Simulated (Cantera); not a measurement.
A Cantera script and what it prints.

```python
import numpy as np
import cantera as ct

gas_names = [...]  # 76 gases of nasa_gas.yaml made of C, H
cond_names = """
    C(gr) C6H6(L) C7H8(L) C8H18(L),n-octa
""".split()


# ... load() reads the species with a 1 bar reference pressure and builds the phases ...
atoms = {
    'C': {'C': 1},
    'H2': {'H': 2},
}
top_T = {'C(gr)': 4500}  # K; cautious upper limits of use, not melting points


# ... equilibrate(T, P, feed) seeds the gas with the atoms and calls Mixture.equilibrate('TP', solver="vcs", rtol=1e-11, max_steps=5000) ...
results = []
feed = {'C': 1, 'H2': 21}  # mol
P = 1333.22  # Pa
for T in [575, 650, 725, 800, 875, 950, 1025, 1100, 1175, 1250, 1325, 1400]:
    mix = equilibrate(T, P, feed)
    results.append((T, P, feed, dict(zip(mix.species_names, mix.species_moles))))
    x = sorted(zip(gas.X, gas.species_names), reverse=True)
    print(f"T = {T:g} K  P = {P:g} Pa  gas = {mix.phase_moles(0):.4g} mol")
    print("   x: " + "  ".join(f"{s} {v:.3e}" for v, s in x if v > 1e-05))
    print("   condensed (mol): " + ("  ".join(f"{mix.phase(i).name} {mix.phase_moles(i):.4g}"
          for i in range(1, mix.n_phases) if mix.phase_moles(i) > 1e-12) or "none"))
```

Output:

```
T = 575 K  P = 1333.22 Pa  gas = 20 mol
   x: H2 9.500e-01  CH4 5.000e-02
   condensed (mol): none
T = 650 K  P = 1333.22 Pa  gas = 20 mol
   x: H2 9.500e-01  CH4 5.000e-02
   condensed (mol): none
T = 725 K  P = 1333.22 Pa  gas = 20 mol
   x: H2 9.500e-01  CH4 5.000e-02
   condensed (mol): none
T = 800 K  P = 1333.22 Pa  gas = 20.64 mol
   x: H2 9.827e-01  CH4 1.731e-02
   condensed (mol): C(gr) 0.6427
T = 875 K  P = 1333.22 Pa  gas = 20.88 mol
   x: H2 9.942e-01  CH4 5.754e-03
   condensed (mol): C(gr) 0.8799
T = 950 K  P = 1333.22 Pa  gas = 20.95 mol
   x: H2 9.978e-01  CH4 2.225e-03
   condensed (mol): C(gr) 0.9534
T = 1025 K  P = 1333.22 Pa  gas = 20.98 mol
   x: H2 9.990e-01  CH4 9.780e-04
   condensed (mol): C(gr) 0.9795
T = 1100 K  P = 1333.22 Pa  gas = 20.99 mol
   x: H2 9.995e-01  CH4 4.781e-04
   condensed (mol): C(gr) 0.99
T = 1175 K  P = 1333.22 Pa  gas = 20.99 mol
   x: H2 9.997e-01  CH4 2.552e-04
   condensed (mol): C(gr) 0.9946
T = 1250 K  P = 1333.22 Pa  gas = 21 mol
   x: H2 9.998e-01  CH4 1.465e-04
   condensed (mol): C(gr) 0.9969
T = 1325 K  P = 1333.22 Pa  gas = 21 mol
   x: H2 9.999e-01  CH4 8.949e-05  H 1.416e-05
   condensed (mol): C(gr) 0.9981
T = 1400 K  P = 1333.22 Pa  gas = 21 mol
   x: H2 9.999e-01  CH4 5.758e-05  H 4.212e-05
   condensed (mol): C(gr) 0.9987
```

These are equilibrium values from Cantera (NASA tables, ideal gas, pure condensed phases), not measurements of a reactor.
